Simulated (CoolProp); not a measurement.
Computed with CoolProp (reference Helmholtz-energy equation of state, Lemmon 2006). It is a short technical equation, of lower accuracy than the large ones.

Question: Give the vapour pressure (MPa), vapour density (kg/m³), enthalpy of vaporisation (kJ/kg) of saturated carbonyl sulfide at 278.9, 328.8, 338.8 K.

Answer: 
```csv
T (K),p (MPa),vapour density (kg/m³),enthalpy of vaporisation (kJ/kg)
278.9,0.769,22.5,265
328.8,2.55,76.9,204
338.8,3.12,97.0,187
```
